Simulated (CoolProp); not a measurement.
Saturation properties of propylene.

Values from CoolProp's reference Helmholtz-energy equation of state, Lemmon 2013.

```csv
T (°C),p (MPa),liquid density (kg/m³),vapour density (kg/m³),liquid viscosity (µPa s)
-11.95,0.4018,563.3,8.596,135
-5.65,0.4916,554.4,10.43,127
0.75,0.5973,545.0,12.60,119
7.15,0.7189,535.3,15.11,112
13.55,0.8579,525.3,18.02,106
19.85,1.013,515.0,21.32,99.8
26.25,1.191,504.1,25.18,93.9
32.65,1.390,492.6,29.65,88.3
38.95,1.610,480.7,34.74,83.0
45.35,1.857,467.7,40.76,77.8
51.75,2.132,453.7,47.83,72.8
58.15,2.435,438.4,56.25,67.7
64.45,2.764,421.7,66.26,62.7
70.85,3.131,402.2,78.93,57.5
77.25,3.535,378.7,95.53,51.9
```

It boils at -47.6 °C under 1 atm.

Viscosity comes from a separate model (Huber 2003), an estimate that may be off by 10 % or more.
